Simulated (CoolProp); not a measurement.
A Linde-Hampson liquefier for nitrogen: isothermal reversible compression at 250 K from 1 atm to 15 MPa, throttling to 1 atm, return gas leaving the recuperator 2 K below the feed. Each further row changes one setting.

The numbers come from the reference Helmholtz-energy equation of state, Span 2000 in CoolProp.

| case | liquid yield per pass | compression work (kJ/kg of gas) |
|---|---|---|
| as stated | (withheld) | 365 |
| high pressure 30 MPa | (withheld) | (withheld) |
| warm-end temperature 280 K | (withheld) | (withheld) |
| warm-end gap 7 K | (withheld) | 365 |

Q: Fill in the missing entries.

A: 
- as stated, liquid yield per pass: 0.101
- high pressure 30 MPa, liquid yield per pass: 0.145
- high pressure 30 MPa, compression work (kJ/kg of gas): 418
- warm-end temperature 280 K, liquid yield per pass: 0.071
- warm-end temperature 280 K, compression work (kJ/kg of gas): 413
- warm-end gap 7 K, liquid yield per pass: 0.089
